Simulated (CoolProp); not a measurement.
R141b along the isotherm 500 K: fugacity coefficient from the reference equation and from simpler models built on Tc = 477.5 K, pc = 4.212 MPa, ω = 0.220; each cubic takes its own stable root.

Values from CoolProp's reference Helmholtz-energy equation of state, Lemmon 2006. It is a short technical equation, of lower accuracy than the large ones.

```json
[
 {"p (MPa)": "0.0666", "phase": "gas", "reference": "0.9956"},
 {"p (MPa)": "0.1", "phase": "gas", "reference": "0.9934"},
 {"p (MPa)": "0.152", "phase": "gas", "reference": "0.9900"},
 {"p (MPa)": "0.229", "phase": "gas", "reference": "0.9849"},
 {"p (MPa)": "0.345", "phase": "gas", "reference": "0.9772"},
 {"p (MPa)": "0.52", "phase": "gas", "reference": "0.9657"},
 {"p (MPa)": "0.785", "phase": "gas", "reference": "0.9483"},
 {"p (MPa)": "1.18", "phase": "gas", "reference": "0.9225"},
 {"p (MPa)": "1.79", "phase": "gas", "reference": "0.8827"},
 {"p (MPa)": "2.7", "phase": "gas", "reference": "0.8236"},
 {"p (MPa)": "4.07", "phase": "gas", "reference": "0.7337"},
 {"p (MPa)": "6.13", "phase": "supercritical", "reference": "0.5901"},
 {"p (MPa)": "9.25", "phase": "supercritical", "reference": "0.4460"},
 {"p (MPa)": "14", "phase": "supercritical", "reference": "0.3493"},
 {"p (MPa)": "21.1", "phase": "supercritical", "reference": "0.2922"}
]
```

Q: How far does each simpler model (Redlich-Kwong, Soave-Redlich-Kwong, Peng-Robinson) lie from the reference over these 15 states: mean and median of the absolute difference, and the worst?

A: 
- Redlich-Kwong: mean 0.9 %, median 0.5 %, worst +4.3 % at 500 K and 21.1 MPa
- Soave-Redlich-Kwong: mean 1.3 %, median 0.3 %, worst +7.7 % at 500 K and 21.1 MPa
- Peng-Robinson: mean 1.5 %, median 1.3 %, worst -3.6 % at 500 K and 4.07 MPa
